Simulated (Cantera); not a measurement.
# Diamond growth

A diamond (100) surface in a fixed gas of H2 with x(CH4) = 0.0066, x(H) = 0.00022, at 1175 K, 203 Torr; coverages are run to steady state.

Model: the Harris–Goodwin 1993 mechanism for the reconstructed diamond (100) surface, integrated in Cantera.

```json
[
 {"x(CH3)": "1e-06", "growth (µm/h)": "0.0283", "θ c6HH": "0.540", "θ c6H*": "0.0311", "θ c6*H": "0.418", "θ c6**": "0.0106", "θ c6HM": "0.000109"},
 {"x(CH3)": "2.5e-06", "growth (µm/h)": "0.0706", "θ c6HH": "0.540", "θ c6H*": "0.0310", "θ c6*H": "0.418", "θ c6**": "0.0106", "θ c6HM": "0.000273"},
 {"x(CH3)": "6.3e-06", "growth (µm/h)": "0.178", "θ c6HH": "0.540", "θ c6H*": "0.0310", "θ c6*H": "0.417", "θ c6**": "0.0105", "θ c6HM": "0.000687"},
 {"x(CH3)": "1.6e-05", "growth (µm/h)": "0.449", "θ c6HH": "0.539", "θ c6H*": "0.0310", "θ c6*H": "0.417", "θ c6**": "0.0105", "θ c6HM": "0.00174"},
 {"x(CH3)": "4e-05", "growth (µm/h)": "1.11", "θ c6HH": "0.537", "θ c6H*": "0.0308", "θ c6*H": "0.415", "θ c6**": "0.0103", "θ c6HM": "0.00432"},
 {"x(CH3)": "0.0001", "growth (µm/h)": "2.72", "θ c6HH": "0.531", "θ c6H*": "0.0305", "θ c6*H": "0.410", "θ c6**": "0.00991", "θ c6HM": "0.0106"},
 {"x(CH3)": "0.00025", "growth (µm/h)": "6.44", "θ c6HH": "0.518", "θ c6H*": "0.0296", "θ c6*H": "0.398", "θ c6**": "0.00900", "θ c6HM": "0.0254"},
 {"x(CH3)": "0.00063", "growth (µm/h)": "14.4", "θ c6HH": "0.489", "θ c6H*": "0.0278", "θ c6*H": "0.374", "θ c6**": "0.00725", "θ c6HM": "0.0583"},
 {"x(CH3)": "0.0016", "growth (µm/h)": "29.0", "θ c6HH": "0.433", "θ c6H*": "0.0243", "θ c6*H": "0.326", "θ c6**": "0.00466", "θ c6HM": "0.123"}
]
```
θ: site fractions in the mechanism's names (c6HH fully hydrogenated, c6H* and c6*H radical sites, c6** diradical, c6HM methylated).
